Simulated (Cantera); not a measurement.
A closed system holds: 1 mol SiCl₄, 0.088 mol HCl, 120 mol H₂, equilibrated at 750 Torr.

Method: chemical equilibrium by Gibbs-energy minimisation in Cantera with the NASA 1993 tables (ideal gas, pure condensed phases). Candidate condensed phases: Si; 19 gas species. Gases not in the tables: Si₂H₆ and higher silanes. Kinetics and transport are ignored.

Which condensed phases are stable at each of these points (T (K)): 1048, 1098, 1148, 1198, 1248, 1298, 1348, 1398, 1448, 1498, 1548, 1598, 1648, 1698?


```
T (K)  condensed phases  Si condensed (%)
-----  ----------------  ----------------
1048              Si(s)               2.5
1098              Si(s)              12.0
1148              Si(s)              22.7
1198              Si(s)              33.8
1248              Si(s)              44.0
1298              Si(s)              52.3
1348              Si(s)              58.2
1398              Si(s)              61.8
1448              Si(s)              63.6
1498              Si(s)              64.4
1548              Si(s)              64.6
1598              Si(s)              64.5
1648              Si(s)              64.1
1698              Si(l)              64.0
```

From 1048 K to 1648 K the condensed part is Si(s). At 1698 K the condensed part is Si(l).
